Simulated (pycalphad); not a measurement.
Computed with pycalphad from the COST 507 light-alloy database (1999), at 1 atm. The data set is of 1999 and partly superseded. Diffusion is slow at the low end, where real alloys seldom reach equilibrium.

Task: How does the equilibrium phase assembly of Si-13.19Y (wt.%) change on cooling from 2450 K to 530 K?

Result: 
```
T (K)            phases above           phases below
------  ---------------------  ---------------------
1640.0                 liquid  diamond (Si) + liquid
1485.4  diamond (Si) + liquid  diamond (Si) + SI2Y_R
```
Changes were sought between steps of 40 K, so a narrower field can be missed.

Database names, with the compositions (at.%) that they take in these runs: SI2Y_R: Si 67 Y 33.
